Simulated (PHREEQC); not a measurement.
Leach liquor

Solution (25 °C): 41 mmol/kgw HCl, 59 mmol/kgw MnSO4 and 3.8 mmol/kgw Fe2(SO4)3. Closed to the air; pH follows from the charge balance.

Model: ion-association model, phreeqc.dat, run in PHREEQC.

Each row changes one thing in this solution. Precipitation was switched off in this run.

```json
[
 {"case": "as made", "pH": "1.75", "ionic strength (mol/kgw)": "0.177", "Cl- (mol/kgw)": "0.0388", "SO4-2 (mol/kgw)": "0.0261", "HSO4- (mol/kgw)": "0.0183", "Fe(SO4)2- (mol/kgw)": "0.000953", "SI of Goethite (FeOOH)": "+1.92", "SI of Hematite (Fe2O3)": "+5.85"},
 {"case": "temperature from 25 to 30 °C", "pH": "1.76", "ionic strength (mol/kgw)": "0.174", "Cl- (mol/kgw)": "0.0388", "SO4-2 (mol/kgw)": "0.0249", "HSO4- (mol/kgw)": "0.0190", "Fe(SO4)2- (mol/kgw)": "0.000930", "SI of Goethite (FeOOH)": "+2.11", "SI of Hematite (Fe2O3)": "+6.25"},
 {"case": "temperature from 25 to 45 °C", "pH": "1.81", "ionic strength (mol/kgw)": "0.165", "Cl- (mol/kgw)": "0.0389", "SO4-2 (mol/kgw)": "0.0216", "HSO4- (mol/kgw)": "0.0211", "Fe(SO4)2- (mol/kgw)": "0.000846", "SI of Goethite (FeOOH)": "+2.67", "SI of Hematite (Fe2O3)": "+7.43"},
 {"case": "MnSO4 replaced by Li2SO4 at the same molality", "pH": "1.81", "ionic strength (mol/kgw)": "0.176", "Cl- (mol/kgw)": "0.0409", "SO4-2 (mol/kgw)": "0.0351", "HSO4- (mol/kgw)": "0.0214", "Fe(SO4)2- (mol/kgw)": "0.00127", "SI of Goethite (FeOOH)": "+1.97", "SI of Hematite (Fe2O3)": "+5.95"},
 {"case": "HCl from 0.041 to 0.0615 mol/kgw", "pH": "1.54", "ionic strength (mol/kgw)": "0.195", "Cl- (mol/kgw)": "0.0581", "SO4-2 (mol/kgw)": "0.0226", "HSO4- (mol/kgw)": "0.0248", "Fe(SO4)2- (mol/kgw)": "0.000756", "SI of Goethite (FeOOH)": "+1.35", "SI of Hematite (Fe2O3)": "+4.71"},
 {"case": "MnSO4 replaced by K2SO4 at the same molality", "pH": "1.80", "ionic strength (mol/kgw)": "0.172", "Cl- (mol/kgw)": "0.0409", "SO4-2 (mol/kgw)": "0.0334", "HSO4- (mol/kgw)": "0.0209", "Fe(SO4)2- (mol/kgw)": "0.00122", "SI of Goethite (FeOOH)": "+1.96", "SI of Hematite (Fe2O3)": "+5.93"}
]
```

Some of these states are supersaturated (in Hematite (slow to form), Goethite (slow to form), Jarosite-K, for instance). Away from 25 °C the constants follow the database's enthalpies or fits; those with neither stay at their 25 °C values.
